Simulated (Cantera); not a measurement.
# Thermodynamics of titanium nitride, carbide and oxide coatings, feed TiCl4 + CH4 + C3H8

Input: 1 mol TiCl4, 0.78 mol CH4, a varied amount of C3H8, held at 1775 °C and 0.880 bar.

These are equilibrium values from Cantera (NASA tables, ideal gas, pure condensed phases), not measurements of a reactor. Candidate condensed phases: C, C6H6, C7H8, C8H18, Ti, TiC, TiCl2, TiCl3, TiCl4; 96 gas species. The tables' values for TiCl2 are old estimates; treat these amounts as uncertain. TiC: taken at fixed stoichiometry. Kinetics and transport are ignored.

```
n(C3H8) (mol)   x H2  x HCl  x TiCl3   x TiCl4  n C(graphite)  n TiC(s)
-------------  -----  -----  -------  --------  -------------  --------
0.14           0.257  0.596    0.112    0.0268          0.743     0.454
0.22           0.289  0.591   0.0917    0.0206          0.923     0.514
0.35           0.335  0.576   0.0679    0.0138           1.23     0.597
0.54           0.395  0.546   0.0450   0.00799           1.70     0.691
0.84           0.474  0.492   0.0251   0.00366           2.50     0.792
1.3            0.566  0.416   0.0116   0.00131           3.79     0.878
2              0.662  0.329  0.00457  0.000378           5.83     0.936
```
x: gas mole fraction; n: condensed amount in mol.

From 0.14 mol C3H8 to 2 mol C3H8 the condensed part is C(graphite) + TiC(s). The main Ti-bearing gas is TiCl3 throughout. The share of Ti in condensed phases is highest at 2 mol C3H8 (93.6 %) and lowest at 0.14 mol C3H8 (45.4 %).
